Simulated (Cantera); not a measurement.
## Diamond growth

A diamond (100) surface in a fixed gas of H2 with x(CH4) = 0.024, x(H) = 0.017, x(CH3) = 0.00014, at 1275 K; coverages are run to steady state.

Computed with Cantera and the Harris–Goodwin 1993 mechanism for the reconstructed diamond (100) surface.

```
P (Pa)  growth (µm/h)  θ c6HH  θ c6H*  θ c6*H  θ c6**    θ c6HM
------  -------------  ------  ------  ------  ------  --------
800             0.209   0.392  0.0466   0.519  0.0421   8.75e-5
1400            0.453   0.392  0.0466   0.519  0.0421  0.000148
2400            0.998   0.392  0.0466   0.519  0.0421  0.000239
4200             2.33   0.392  0.0467   0.519  0.0421  0.000379
7200             5.30   0.392  0.0468   0.518  0.0421  0.000559
12000            11.3   0.391  0.0469   0.518  0.0421  0.000763
22000            26.2   0.391  0.0473   0.517  0.0422   0.00102
38000            53.0   0.391  0.0478   0.516  0.0424   0.00122
```
θ: site fractions in the mechanism's names (c6HH fully hydrogenated, c6H* and c6*H radical sites, c6** diradical, c6HM methylated).
